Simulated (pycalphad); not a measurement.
CALPHAD calculation (pycalphad, COST 507 light-alloy database (1999)), 1 atm. The data set is of 1999 and partly superseded. Amounts are mole fractions of atoms.

**Question.** Give the equilibrium state of Mg-0.44Cu-7.77Si (at.%) at 1050 K.

**Answer.** liquid, fraction 0.897, with 0.49 Cu, 4.8 Si at.%; MG2SI, fraction 0.103, with no Cu, 33.3 Si at.%.

**Question.** Give the equilibrium state of Mg-0.44Cu-7.77Si (at.%) at 850 K.

**Answer.** hcp, fraction 0.714, with 0.03 Cu, <0.01 Si at.%; MG2SI, fraction 0.230, with no Cu, 33.3 Si at.%; liquid, fraction 0.056, with 7.5 Cu, 1.7 Si at.%.

Database names, with the compositions (at.%) that they take in these runs: MG2SI: Mg 67 Si 33. An entry "none" or "no" means that the model of the phase leaves that element out.
